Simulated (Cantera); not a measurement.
Catalytic stagnation flow on Pt

A jet of H₂ : O₂ : N₂ = 0.023 : 0.13 : 0.79 (molar parts) at 300 K and 0.100 bar hits a platinum plate 2.1 cm away at a mass flux of 0.032 kg/m²/s; the plate temperature is set and raised in steps from an oxygen-covered start.

Model: Deutschmann's 1995 Pt surface mechanism with GRI-Mech 3.0 gas chemistry, integrated in Cantera. Catalytic surfaces can have several steady states; this one follows from the mechanism file's or the stated starting coverage.

```tsv
plate T (K)	wall x H₂	wall x O₂	wall x H₂O	wall x OH	θ free Pt	θ O*	θ OH*
500	0.00302	0.115	0.0415	<1e-8	0.0384	0.946	0.0159
550	0.00302	0.115	0.0411	<1e-8	0.0407	0.950	0.00910
600	0.00302	0.115	0.0408	<1e-8	0.0429	0.951	0.00567
650	0.00300	0.116	0.0406	<1e-8	0.0454	0.951	0.00380
700	0.00286	0.115	0.0406	<1e-8	0.0502	0.947	0.00276
```
x: mole fraction at the wall; θ: surface coverage.
